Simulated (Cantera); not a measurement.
Input: 1 mol Si3N4, 2.4 mol Cl2, 1.9 mol N2, held at 825 K and 4.40e-5 bar.

Method: chemical equilibrium by Gibbs-energy minimisation in Cantera with the NASA 1993 tables (ideal gas, pure condensed phases). Candidate condensed phases: Si, Si3N4; 13 gas species. The tables' values for SiCl3 are old estimates; treat these amounts as uncertain. Kinetics and transport are ignored.

Base state: N2 0.692, SiCl4 0.308, SiCl3 3.69e-5 (mole fractions); condensed: Si3N4(s).

What changes in the equilibrium state with this change: temperature from 825 K to 1475 K?


| species | before | after |
|---|---|---|
| N2 | 0.692 | 0.620 |
| SiCl2 | 3.91e-7 | 0.377 |
| SiCl3 | 3.69e-5 | 0.00254 |
| SiCl4 | 0.308 | 5.81e-5 |
| SiCl | <1e-9 | 0.000272 |
| Cl | 2.14e-9 | 0.000548 |
| Si | <1e-9 | 0.000131 |
| Si3N4(s), mol | 0.600 | 0 |
| Si(s), mol | 0 | 0.608 |
The tables' values for SiCl3, SiCl are old estimates; treat these amounts as uncertain.
